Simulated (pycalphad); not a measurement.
# Invariant reactions of Al-C

Computed with pycalphad from the COST 507 light-alloy database (1999), at 1 atm. No gas phase is included, though pure Al would boil below 2777 °C. These are 1990s assessments: newer ones move some temperatures and phases. Kinetics are ignored, which matters at the lower temperatures.

```
type              reaction on cooling  T (°C)  C in phase 1 (wt.%)  C in phase 2 (wt.%)  C in phase 3 (wt.%)
----------  -------------------------  ------  -------------------  -------------------  -------------------
peritectic  liquid + graphite → AL4C3  2155.8                 10.2                 25.0                  100
```

Phases 1 to 3 are ordered by rising C content. The map covers 227 °C to 2777 °C; reactions that its mapper missed or could not classify are not listed.

Database names, with the compositions (at.%) that they take in these runs: AL4C3: Al 57 C 43.
